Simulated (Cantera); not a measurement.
Input: 1 mol Cu, 1.2 mol F₂, 0.62 mol H₂, equilibrated at 57.0 Pa.

Method: chemical equilibrium by Gibbs-energy minimisation in Cantera with the NASA 1993 tables (ideal gas, pure condensed phases). Candidate condensed phases: Cu, CuF₂; 15 gas species. Mutual solubility and eutectic melting of coexisting phases are not modelled. The numbers say what is thermodynamically allowed, not how fast it happens.

### Question
Which condensed phases are stable at each of these points (T (K)): 750, 800, 850, 900, 950, 1000, 1050, 1100, 1150, 1200, 1250, 1300, 1350, 1400?

### Answer
```csv
T (K),condensed phases,Cu condensed (%)
750,Cu(s) + CuF₂(s),100.0
800,Cu(s) + CuF₂(s),100.0
850,Cu(s) + CuF₂(s),100.0
900,Cu(s) + CuF₂(s),99.8
950,Cu(s) + CuF₂(s),98.9
1000,Cu(s) + CuF₂(s),94.3
1050,Cu(s) + CuF₂(s),72.5
1100,Cu(s),18.2
1150,Cu(s),7.0
1200,gas only,0.0
1250,gas only,0.0
1300,gas only,0.0
1350,gas only,0.0
1400,gas only,0.0
```

From 750 K to 1050 K the condensed part is Cu(s) + CuF₂(s). From 1100 K to 1150 K the condensed part is Cu(s). From 1200 K to 1400 K nothing is condensed.
